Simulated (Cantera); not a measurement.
What does this Cantera script print?

```python
import numpy as np
import cantera as ct

gas_names = """
    C CN CO CO2 C2 CCN CNC C2N2 C2O C3 C3O2 C4 C4N2 C5 N NCO NO NO2 NO3 N2 N2O O O2 O3 Si SiC SiC2 SiN
    SiO SiO2 Si2 Si2C Si2N Si3
""".split()
cond_names = """
    C(gr) Si(cr) Si(L) SiC(b) SiO2(Lqz) SiO2(hqz) SiO2(L) Si2N2O(s) Si3N4(a)
""".split()


# ... load() reads the species with a 1 bar reference pressure and builds the phases ...
atoms = {
    'SiC': {'Si': 1, 'C': 1},
    'N2O': {'N': 2, 'O': 1},
    'N2': {'N': 2},
    'O2': {'O': 2},
}
top_T = {'C(gr)': 4500, 'SiC(b)': 3050, 'Si2N2O(s)': 2100, 'Si3N4(a)': 2400}  # K; cautious upper limits of use, not melting points


# ... equilibrate(T, P, feed) seeds the gas with the atoms and calls Mixture.equilibrate('TP', solver="vcs", rtol=1e-11, max_steps=5000) ...
results = []
feed = {'SiC': 1, 'N2O': 0.055, 'N2': 38, 'O2': 1}  # mol
P = 101325  # Pa
for T in [1325, 1425, 1525, 1625, 1725, 1825, 1925, 2025, 2125]:
    mix = equilibrate(T, P, feed)
    results.append((T, P, feed, dict(zip(mix.species_names, mix.species_moles))))
    x = sorted(zip(gas.X, gas.species_names), reverse=True)
    print(f"T = {T:g} K  P = {P:g} Pa  gas = {mix.phase_moles(0):.4g} mol")
    print("   x: " + "  ".join(f"{s} {v:.3e}" for v, s in x if v > 0.001))
    print("   condensed (mol): " + ("  ".join(f"{mix.phase(i).name} {mix.phase_moles(i):.4g}"
          for i in range(1, mix.n_phases) if mix.phase_moles(i) > 1e-12) or "none"))
```

Result:

```
T = 1325 K  P = 101325 Pa  gas = 38.74 mol
   x: N2 9.742e-01  CO 2.581e-02
   condensed (mol): SiO2(hqz) 0.3698  Si2N2O(s) 0.3151
T = 1425 K  P = 101325 Pa  gas = 38.74 mol
   x: N2 9.742e-01  CO 2.581e-02
   condensed (mol): SiO2(hqz) 0.3698  Si2N2O(s) 0.3151
T = 1525 K  P = 101325 Pa  gas = 38.74 mol
   x: N2 9.742e-01  CO 2.581e-02
   condensed (mol): SiO2(hqz) 0.3697  Si2N2O(s) 0.315
T = 1625 K  P = 101325 Pa  gas = 38.74 mol
   x: N2 9.741e-01  CO 2.580e-02
   condensed (mol): SiO2(hqz) 0.3692  Si2N2O(s) 0.3145
T = 1725 K  P = 101325 Pa  gas = 38.76 mol
   x: N2 9.738e-01  CO 2.579e-02
   condensed (mol): SiO2(L) 0.3645  Si2N2O(s) 0.3098
T = 1825 K  P = 101325 Pa  gas = 38.88 mol
   x: N2 9.716e-01  CO 2.571e-02  SiO 2.684e-03
   condensed (mol): SiO2(L) 0.335  Si2N2O(s) 0.2803
T = 1925 K  P = 101325 Pa  gas = 39.5 mol
   x: N2 9.602e-01  CO 2.531e-02  SiO 1.447e-02
   condensed (mol): SiO2(L) 0.1793  Si2N2O(s) 0.1246
T = 2025 K  P = 101325 Pa  gas = 40 mol
   x: N2 9.514e-01  CO 2.498e-02  SiO 2.365e-02
   condensed (mol): SiO2(L) 0.05405
T = 2125 K  P = 101325 Pa  gas = 40 mol
   x: N2 9.513e-01  CO 2.491e-02  SiO 2.372e-02
   condensed (mol): SiO2(L) 0.05121
```

Cantera equilibrium calculation (NASA polynomials, part measured and part estimated; ideal gas, pure solids and liquids). Mutual solubility and eutectic melting of coexisting phases are not modelled. The tables hold silica as quartz up to 1696 K and as liquid above; real silica turns to tridymite and cristobalite and melts near 1996 K.
